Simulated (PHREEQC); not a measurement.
A solution holds 0.0013 mol H2SO4, 0.069 mol Al2(SO4)3 and 0.00066 mol Na2SO4 per kg of water, at 25 °C. Closed to the air; pH follows from the charge balance.

Computed with PHREEQC (ion-association model, phreeqc.dat).

```
Property                 Result
----------------  -------------
pH                         3.05
ionic strength    0.211 mol/kgw
total alkalinity   -2.60 meq/kg
```

```tsv
species	molality	activity	log γ
AlSO4+	0.0891	0.0646	-0.140
SO4-2	0.0452	0.0130	-0.543
Al(SO4)2-	0.0365	0.0265	-0.140
Al+3	0.0123	0.00158	-0.894
HSO4-	0.00152	0.00113	-0.128
Na+	0.00124	0.000923	-0.128
```

This is a speciation only: nothing precipitates in the calculation.
